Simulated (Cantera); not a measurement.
Gas-phase reforming

An isothermal, constant-pressure homogeneous reactor starts with CH4 : H2O = 1 : 1.2 (molar parts), at 1900 K and 1.00 atm.

Computed with Cantera and GRI-Mech 3.0 (53 species, 325 reactions).

```csv
t (s),x CH4,x H2O,x HO2,x C2H,x O2,x C2H6
2.00e-6,0.453,0.545,<1e-12,<1e-12,<1e-12,4.31e-6
1.00e-5,0.448,0.544,1.18e-12,3.87e-11,2.91e-11,0.000318
5.03e-5,0.398,0.532,1.06e-11,4.89e-8,2.73e-9,0.00302
0.000252,0.218,0.459,1.03e-11,1.04e-6,9.81e-9,0.000868
0.00126,0.0787,0.388,8.38e-12,1.79e-6,4.55e-9,0.000104
0.00633,0.0272,0.314,6.52e-12,1.77e-6,2.79e-9,1.27e-5
0.0317,0.0167,0.196,2.09e-12,9.12e-7,1.04e-9,3.81e-6
0.159,0.00711,0.0911,<1e-12,2.51e-7,2.50e-10,5.98e-7
0.798,0.00146,0.0484,<1e-12,1.70e-8,7.69e-11,2.49e-8
4.00,2.35e-6,0.0442,<1e-12,<1e-12,6.44e-11,<1e-12
```
x: mole fraction; the columns are a selection and need not sum to one.

Equilibrium at this temperature and pressure: CH4 1.98e-7, H2O 0.0442, HO2 <1e-12, C2H <1e-12, O2 6.44e-11, C2H6 <1e-12 (gas phase only).
